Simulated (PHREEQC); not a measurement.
Dissolve 7.9 mmol/kgw Cu(NO3)2 at 35 °C. It is in equilibrium with CO2 at log p = -2 (atm). Otherwise closed; pH follows from the charge balance.

All values are PHREEQC results (ion-association model, wateq4f.dat), not measurements.

| quantity | before | after |
|---|---|---|
| pH | 4.56 | 4.68 |
| CO2 (mol/kgw) | 0.000264 | 0.000264 |
| HCO3- (mol/kgw) | 5.43e-6 | 6.89e-6 |

Task: Which change was made?
A) temperature from 35 to 70 °C
B) Cu(NO3)2 from 0.0079 to 0.0395 mol/kgw
C) Cu(NO3)2 from 0.0079 to 0.00395 mol/kgw
D) Cu(NO3)2 from 0.0079 to 0.00869 mol/kgw
E) 0.0058 mol/kgw LiOH added

Result: C, Cu(NO3)2 from 0.0079 to 0.00395 mol/kgw

This is a speciation only: nothing precipitates in the calculation.
